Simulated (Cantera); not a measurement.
## Carbon deposition, reforming and gasification: C2H5OH + NH3 + H2

Charge: 1 mol C2H5OH, 2.7 mol NH3, 2.4 mol H2, equilibrated at 548.15 K and 1 atm.

Method: chemical equilibrium by Gibbs-energy minimisation in Cantera with the NASA 1993 tables (ideal gas, pure condensed phases). Candidate condensed phases: C, C6H6, C7H8, C8H18, H2O; 136 gas species. Rates play no part.

x(H2): 0.491
x(CH4): 0.231
x(N2): 0.148
x(H2O): 0.115
x(NH3): 0.0147
gas amount: 8.672 mol
log10 activity of C(graphite) (absent): -2.68
